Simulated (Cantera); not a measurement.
A closed system holds: 1 mol Si3H8, 310 mol H2, 0.092 mol Cl2, equilibrated at 1725 K and 1 atm.

Method: chemical equilibrium by Gibbs-energy minimisation in Cantera with the NASA 1993 tables (ideal gas, pure condensed phases). Candidate condensed phases: Si; 19 gas species. The feed counts by its element totals alone. Gases not in the tables: Si2H6 and higher silanes. Equilibrium is a limit: real reactors are often held back by kinetics, nucleation or transport.

Base state: H2 0.999, HCl 0.000583, H 0.000184, SiH2 1.72e-5 (mole fractions); condensed: Si(l).

What changes in the equilibrium state with this change: Si3H8 replaced by SiH2Cl2?


```tsv
species	before	after
H2	0.999	0.993
HCl	0.000583	0.00668
H	0.000184	0.000184
SiCl2	1.17e-6	0.000155
SiH2	1.72e-5	1.71e-5
Si(l), mol	2.99	0.944
```
